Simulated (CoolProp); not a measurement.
Saturation properties of water.

Model: reference Helmholtz-energy equation of state, Wagner 2002, in CoolProp.

| T (°C) | p (kPa) | liquid cp (kJ/(kg K)) | vapour Z | surface tension (mN/m) |
|---|---|---|---|---|
| 124.65 | 229.7 | 4.252 | 0.9734 | 54.0 |
| 140.45 | 366.2 | 4.284 | 0.9638 | 50.7 |
| 156.15 | 560.0 | 4.324 | 0.9520 | 47.3 |
| 171.85 | 828.2 | 4.374 | 0.9378 | 43.9 |
| 187.65 | 1192 | 4.437 | 0.9210 | 40.3 |
| 203.35 | 1667 | 4.514 | 0.9014 | 36.7 |
| 219.05 | 2278 | 4.608 | 0.8789 | 33.1 |
| 234.75 | 3049 | 4.726 | 0.8531 | 29.4 |
| 250.55 | 4013 | 4.876 | 0.8237 | 25.7 |
| 266.25 | 5187 | 5.069 | 0.7905 | 22.0 |
| 281.95 | 6607 | 5.325 | 0.7529 | 18.4 |
| 297.75 | 8319 | 5.687 | 0.7098 | 14.7 |
| 313.45 | 10340 | 6.225 | 0.6606 | 11.2 |

It boils at 100.0 °C under 1 atm.

Surface tension comes from a separate correlation (Mulero 2012).
